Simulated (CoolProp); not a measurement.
A simple Rankine cycle with R1233zd(E): condensing at 308.15 K, boiler at 0.69 MPa, turbine inlet 360.1 K, turbine efficiency 0.65, pump efficiency 0.8, no recuperator. Each further row changes one setting.

Model: reference Helmholtz-energy equation of state, Akasaka 2022, in CoolProp.

```tsv
case	thermal efficiency (%)	net work (kJ/kg)	heat in (kJ/kg)	turbine exit temperature (K)	volume ratio over the turbine
as stated	7.4	16.3	221	?	3.87
turbine inlet 380.1 K	7.3	17.7	240	351.3	3.80
condensing temperature 300.15 K	8.5	19.6	231	325.5	5.06
boiler pressure 0.483 MPa	?	12.5	225	339.8	2.64
turbine efficiency 0.55	?	13.7	221	333.5	?
```

### Question
Some entries are withheld; supply them.

### Answer

- as stated, turbine exit temperature (K): 330.5
- boiler pressure 0.483 MPa, thermal efficiency (%): 5.6
- turbine efficiency 0.55, thermal efficiency (%): 6.2
- turbine efficiency 0.55, volume ratio over the turbine: 3.91
